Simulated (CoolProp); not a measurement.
The fluid at 319.91 K and 0.00718 MPa is compressed adiabatically to 0.0263 MPa with isentropic efficiency 0.85. The same conditions are run with several fluids, on thermodynamics alone (safety and materials aside).

The numbers come from the reference Helmholtz-energy equation of state of each fluid (R113: Marx 1992; CH2F2 (R32): Tillner-Roth 1997; ethane: Bücker 2006; hydrogen sulfide: Lemmon 2006) in CoolProp.

Q: Rank R113, CH2F2 (R32), ethane, hydrogen sulfide by work (kJ/kg), highest first.

A: ethane (148), hydrogen sulfide (140), CH2F2 (R32) (87.8), R113 (22.5)

```
fluid             final temperature (K)  final density (kg/m³)
----------------  ---------------------  ---------------------
R113                              353.0                   1.69
CH2F2 (R32)                       414.0                  0.398
ethane                            394.5                  0.241
hydrogen sulfide                  454.6                  0.237
```
